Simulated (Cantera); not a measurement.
What does this Cantera script print?

```python
import numpy as np
import cantera as ct

gas = ct.Solution("gri30.yaml")


def delay(T, t_max=10):
    gas.TPX = T, 500000, {'C3H8': 1, 'O2': 5.05, 'N2': 19, 'H2O': 9.4}
    reactor = ct.IdealGasReactor(gas, clone=False)
    net = ct.ReactorNet([reactor])
    net.rtol, net.atol = 1e-8, 1e-16
    while net.time < t_max:
        t_old, T_old = net.time, reactor.T
        net.step()
        if reactor.T > T + 400:  # ignition: a rise of 400 K
            return t_old + (T + 400 - T_old) / (reactor.T - T_old) * (net.time - t_old)
    return np.nan


taus = []
for T in [1023, 1098, 1173, 1248, 1323, 1398, 1473, 1548]:
    taus.append(delay(T))
    print(f"T0 = {T:6g} K   tau = {taus[-1]:.4e} s")
```

It prints:

```
T0 =   1023 K   tau = 8.8674e-02 s
T0 =   1098 K   tau = 1.9393e-02 s
T0 =   1173 K   tau = 4.5415e-03 s
T0 =   1248 K   tau = 1.1728e-03 s
T0 =   1323 K   tau = 3.4615e-04 s
T0 =   1398 K   tau = 1.1887e-04 s
T0 =   1473 K   tau = 4.7477e-05 s
T0 =   1548 K   tau = 2.1847e-05 s
```

Computed with Cantera and GRI-Mech 3.0 (53 species, 325 reactions). GRI-Mech 3.0 was tuned for natural gas; its chemistry of propane as a main component is partial and can be far from experiment.
